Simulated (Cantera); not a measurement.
A Cantera script and what it prints.

```python
import numpy as np
import cantera as ct

gas_names = """
    C CH CH2 CH3 CH2OH CH3O CH4 CH3OH CN CO CO2 COOH C2 C2H CHCO,ketyl C2H2,acetylene C2H2,vinylidene
    CH2CO,ketene C2H3,vinyl CH3CN CH3CO,acetyl C2H4 C2H4O,ethylen CH3CHO,ethanal CH3COOH (HCOOH)2 C2H5
    C2H6 CH3OCH3 C2H5OH CCN CNC C2N2 C2O C3 C3H3,propargyl C3H4,allene C3H4,propyne C3H4,cyclo-
    C3H5,allyl C3H6,propylene C3H6,cyclo- C3H6O C3H7,n-propyl C3H7,i-propyl C3H8 C3H8O,1propanol
    C3H8O,2propanol C3O2 C4 C4H2 C4H4,1,3-cyclo- C4H6,butadiene C4H6,2-butyne C4H6,cyclo- C4H8,1-butene
    C4H8,cis2-buten C4H8,tr2-butene C4H8,isobutene C4H8,cyclo- (CH3COOH)2 C4H9,n-butyl C4H9,i-butyl
    C4H9,s-butyl C4H9,t-butyl C4H10,isobutane C4H10,n-butane C4N2 C5 C5H6,1,3cyclo- C5H8,cyclo-
    C5H10,1-pentene C5H10,cyclo- C5H11,pentyl C5H11,t-pentyl C5H12,n-pentane C5H12,i-pentane
    CH3C(CH3)2CH3 C6H2 C6H5,phenyl C6H5O,phenoxy C6H6 C6H5OH,phenol C6H10,cyclo- C6H12,1-hexene
    C6H12,cyclo- C6H13,n-hexyl C7H7,benzyl C7H8 C7H8O,cresol C7H14,1-heptene C7H15,n-heptyl
    C7H16,n-heptane C8H8,styrene C8H10,ethylbenz C8H16,1-octene C8H17,n-octyl C8H18,isooctane
    C8H18,n-octane C9H19,n-nonyl C10H8,naphthale C10H21,n-decyl C12H9,o-bipheny C12H10,bipheny H HCN HCO
    HCCN HNC HNCO HNO HNO2 HNO3 HO2 H2 HCHO,formaldehy HCOOH H2O H2O2 N NCO NH NH2 NH3 NH2OH NO NO2 NO3
    N2 N2H2 N2H4 N2O O OH O2 O3 Si SiC SiC2 SiC4H12 SiH SiH2 SiH3 SiH4 SiN SiO SiO2 Si2 Si2C Si2N Si3
""".split()
cond_names = """
    C(gr) C6H6(L) C7H8(L) C8H18(L),n-octa H2O(s) H2O(L) Si(cr) Si(L) SiC(b) SiO2(Lqz) SiO2(hqz) SiO2(L)
    Si2N2O(s) Si3N4(a)
""".split()


def load(file, names, dense=False):
    # The tables refer to 1 bar. Condensed volumes are neglected.
    table = {s.name: s for s in ct.Species.list_from_file(file)}
    out = []
    for n in names:
        d = dict(table[n].input_data)
        d["thermo"] = dict(d["thermo"], **{"reference-pressure": 1e5})
        if dense:
            d["equation-of-state"] = {"model": "constant-volume", "density": "1e6 g/cm^3"}
        out.append(ct.Species.from_dict(d))
    return out


gas = ct.Solution(thermo="ideal-gas", species=load("nasa_gas.yaml", gas_names))
cond = {s.name: ct.Solution(thermo="fixed-stoichiometry", species=[s], name=s.name)
        for s in load("nasa_condensed.yaml", cond_names, dense=True)}
atoms = {
    'TEOS': {'Si': 1, 'C': 8, 'H': 20, 'O': 4},
    'H2O': {'H': 2, 'O': 1},
    'N2': {'N': 2},
    'CO2': {'C': 1, 'O': 2},
}
top_T = {'C(gr)': 4500, 'SiC(b)': 3050, 'Si2N2O(s)': 2100, 'Si3N4(a)': 2400}  # K; cautious upper limits of use, not melting points


def equilibrate(T, P, feed):
    n = {}
    for name, mol in feed.items():
        for a, k in atoms[name].items():
            n[a] = n.get(a, 0.0) + k * mol
    gas.TPX = T, P, n
    mass = sum(n.values()) * gas.mean_molecular_weight
    gas.equilibrate("TP")
    valid = [c for c in cond.values() if c.min_temp <= T <= top_T.get(c.name, c.max_temp)]
    mix = ct.Mixture([(gas, mass / gas.mean_molecular_weight)] + [(c, 0.0) for c in valid])
    mix.T, mix.P = T, P
    mix.equilibrate("TP", solver="vcs", rtol=1e-11, max_steps=5000)
    return mix


results = []
feed = {'TEOS': 1, 'H2O': 1.4, 'N2': 57, 'CO2': 0.016}  # mol
P = 3700  # Pa
for T in [723, 773, 823, 873, 923, 973, 1023, 1073, 1123, 1173, 1223]:
    mix = equilibrate(T, P, feed)
    results.append((T, P, feed, dict(zip(mix.species_names, mix.species_moles))))

top = {s: max(r[3][s] / sum(r[3][g] for g in gas_names) for r in results) for s in gas_names}
cols = sorted((s for s in top if top[s] > 0.001), key=lambda s: -top[s])[:6]
seen = [c for c in cond_names if any(r[3].get(c, 0) > 1e-12 for r in results)]
print("log10 of partial pressures in bar; condensed amounts in mol")
print(f"{'T/K':>10s}" + "".join(f"{s[:9]:>10s}" for s in cols + seen))
for T, P, feed, n in results:
    ng = sum(n[g] for g in gas_names)
    print(f"{T:10.4g}" + "".join(f"{np.log10(max(n[s] / ng * P / 1e5, 1e-99)):10.3f}" for s in cols)
          + "".join(f"{n.get(c, 0):10.4g}" for c in seen))
```

Output:

```
log10 of partial pressures in bar; condensed amounts in mol
       T/K        N2        H2        CO       H2O       CO2       CH4     C(gr) SiO2(Lqz) SiO2(hqz) Si2N2O(s)
       723    -1.520    -2.283    -3.301    -3.273    -3.406    -3.838     6.058         1         0         0
       773    -1.525    -2.255    -2.992    -3.568    -3.596    -4.183     5.459         1         0         0
       823    -1.529    -2.241    -2.835    -3.954    -3.989    -4.513     4.937         1         0         0
       873    -1.531    -2.236    -2.778    -4.385    -4.501    -4.819     4.696         0         1         0
       923    -1.532    -2.233    -2.761    -4.805    -5.023    -5.100     4.617         0         1         0
       973    -1.532    -2.232    -2.756    -5.194    -5.510    -5.355     4.594         0         1         0
      1023    -1.532    -2.232    -2.754    -5.548    -5.954    -5.588     4.586         0         1         0
      1073    -1.532    -2.232    -2.753    -5.871    -6.358    -5.801     4.584         0         1         0
      1123    -1.532    -2.231    -2.753    -6.165    -6.725    -5.995     4.583         0         1         0
      1173    -1.542    -2.237    -2.601    -6.288    -6.757    -6.186     3.083         0         0       0.5
      1223    -1.542    -2.237    -2.601    -6.535    -7.064    -6.350     3.081         0         0       0.5
```

Cantera equilibrium calculation (NASA polynomials, part measured and part estimated; ideal gas, pure solids and liquids). The feed counts by its element totals alone. N2 is the only nitrogen source here; it is nearly inert below about 1500 K, so the nitride shown seldom forms there in practice.
